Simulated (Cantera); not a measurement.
An adiabatic, constant-pressure homogeneous reactor starts with CH4 : O2 : N2 = 1 : 1.11 : 8.44 (molar parts), at 1025 K and 900 Torr. Integrator tolerance rtol = 1e-08.

Computed with Cantera and GRI-Mech 3.0 (53 species, 325 reactions).

Task: What does this change do: initial temperature 1025 to 1125 K?

Result: 
```tsv
quantity	before	after
time of steepest temperature rise	1.59 s	0.324 s
temperature at 2.00 s	1837 K	1928 K
equilibrium temperature	1837 K	1928 K
x(CH4) at 2.00 s	3.87e-5 (gas-phase equilibrium 1.15e-10)	4.95e-11 (gas-phase equilibrium 5.63e-11)
x(O2) at 2.00 s	4.87e-9 (gas-phase equilibrium 5.07e-9)	2.49e-8 (gas-phase equilibrium 2.49e-8)
x(CH3) at 2.00 s	1.15e-6 (gas-phase equilibrium 3.51e-12)	3.02e-12 (gas-phase equilibrium 3.44e-12)
x(CO2) at 2.00 s	0.0180 (gas-phase equilibrium 0.0180)	0.0171 (gas-phase equilibrium 0.0171)
x(H2O2) at 2.00 s	6.84e-12 (gas-phase equilibrium 7.13e-12)	2.24e-11 (gas-phase equilibrium 2.24e-11)
```

Task: What does this change do: constant volume in place of constant pressure?

Result: 
| quantity | before | after |
|---|---|---|
| time of steepest temperature rise | 1.59 s | 1.53 s |
| temperature at 2.00 s | 1837 K | 2085 K |
| equilibrium temperature | 1837 K | 2085 K |
| x(CH4) at 2.00 s | 3.87e-5 (gas-phase equilibrium 1.15e-10) | 8.16e-11 (gas-phase equilibrium 9.30e-11) |
| x(O2) at 2.00 s | 4.87e-9 (gas-phase equilibrium 5.07e-9) | 1.27e-7 (gas-phase equilibrium 1.27e-7) |
| x(CH3) at 2.00 s | 1.15e-6 (gas-phase equilibrium 3.51e-12) | 9.59e-12 (gas-phase equilibrium 1.09e-11) |
| x(CO2) at 2.00 s | 0.0180 (gas-phase equilibrium 0.0180) | 0.0159 (gas-phase equilibrium 0.0159) |
| x(H2O2) at 2.00 s | 6.84e-12 (gas-phase equilibrium 7.13e-12) | 1.28e-10 (gas-phase equilibrium 1.28e-10) |
